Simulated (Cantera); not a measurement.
An isothermal, constant-pressure homogeneous reactor starts with H₂ : O₂ = 0.0089 : 1 (molar parts), equivalence ratio 0.0044, at 1300 K and 21.0 Torr.

Detailed kinetics in Cantera: the H2/O2 subset of GRI-Mech 3.0, which has no nitrogen chemistry. Radical loss at walls, strong at low pressure, is not modelled.

One state of this run: x H₂ = 2.12e-5; x O₂ = 0.986; x H₂O = 0.00837; x OH = 0.000749; x H = 0.000141. x: mole fraction; the columns are a selection and need not sum to one.

Q: Which value of t (s) does it belong to?
A) 0.000986
B) 60.0
C) 0.0388
D) 0.00619

A: C, 0.0388
